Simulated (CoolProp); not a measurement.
A single-stage vapour-compression cycle with vinyl chloride: evaporating at 321.15 K (dew point), condensing at 361.15 K (bubble point), superheat 0 K, subcooling 8 K, compressor efficiency 0.9, no pressure losses. Each further row changes one setting.

The numbers come from the reference Helmholtz-energy equation of state, Thol 2022 in CoolProp.

| case | cooling COP | pressure ratio | discharge temperature (K) | refrigerating effect (kJ/kg) | volumetric capacity (kJ/m³) |
|---|---|---|---|---|---|
| as stated | 6.33 | 2.46 | 376.9 | 247 | 4880 |
| evaporating temperature 326.15 K | 7.47 | 2.17 | 374.7 | 250 | 5580 |
| condensing temperature 356.15 K | 7.41 | 2.22 | 370.2 | 256 | 5050 |
| subcooling 13 K | 6.55 | 2.46 | 376.9 | 256 | 5050 |
| superheat 10 K | 6.30 | 2.46 | 386.8 | 258 | 4860 |
| compressor efficiency 0.8 | 5.63 | 2.46 | 380.8 | 247 | 4880 |
